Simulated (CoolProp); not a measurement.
Vapour-liquid equilibrium of toluene (1) + p-xylene (2) at 305.8 K; x and y are mole fractions of (1).

Computed with CoolProp (multi-fluid Helmholtz-energy mixture model, Lemmon 2006 and Zhou 2012; pair parameters Bell 2016).

```csv
x,"bubble pressure, mixture model (bar)","bubble pressure, Raoult's law (bar)","y, mixture model","y, Raoult's law"
0.05,0.01996,0.01993,0.141,0.140
0.2,0.02578,0.02558,0.440,0.436
0.35,0.03159,0.03124,0.628,0.625
0.5,0.03732,0.03690,0.757,0.756
0.65,0.04293,0.04255,0.851,0.852
0.8,0.04845,0.04821,0.923,0.925
0.95,0.05392,0.05387,0.982,0.983
```

The largest gap from Raoult's law is +1.1 % in bubble pressure, at x = 0.5. No azeotrope shows between x = 0.05 and 0.95.

The pair parameters rest on a limited set of measurements; away from them the model extrapolates.
